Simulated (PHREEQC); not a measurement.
1.7 g of hydrous ferric oxide (600 m²/g; 0.2 weak and 0.005 strong sites per Fe, Dzombak-Morel constants, diffuse double layer) in 1 kg of water with 0.005 mol/kgw of an inert sodium salt, at 25 °C; the pH is set by adding NaOH or the inert anion's acid. Oxygen is held at 0.21 atm. CO2 from the air is kept out. Precipitation was switched off in this run.

Base run: PHREEQC, ion-association model, wateq4f.dat. Each further column changes one thing. The table gives surface charge σ (C/m²).

| pH | base | background salt from 0.005 to 0.0005 mol/kgw | oxide from 1.7 to 8.5 g/kgw | 0.009 mol/kgw NaH2PO4 added |
|---|---|---|---|---|
| 4 | 0.191 | 0.121 | 0.220 | 0.003 |
| 4.38 | 0.148 | 0.084 | 0.170 | 0.000 |
| 5.12 | 0.084 | 0.039 | 0.094 | -0.007 |
| 5.5 | 0.061 | 0.026 | 0.066 | -0.011 |
| 6.25 | 0.030 | 0.011 | 0.031 | -0.021 |
| 6.62 | 0.020 | 0.007 | 0.021 | -0.028 |
| 7.38 | 0.007 | 0.002 | 0.007 | -0.044 |
| 7.75 | 0.003 | 0.001 | 0.003 | -0.050 |
| 8.5 | -0.004 | -0.001 | -0.004 | -0.060 |
| 8.88 | -0.008 | -0.003 | -0.008 | -0.066 |
| 9.62 | -0.020 | -0.007 | -0.021 | -0.080 |
| 10 | -0.031 | -0.012 | -0.032 | -0.090 |

 H3PO4, which wateq4f.dat lacks, is added to it with the constant of phreeqc.dat.
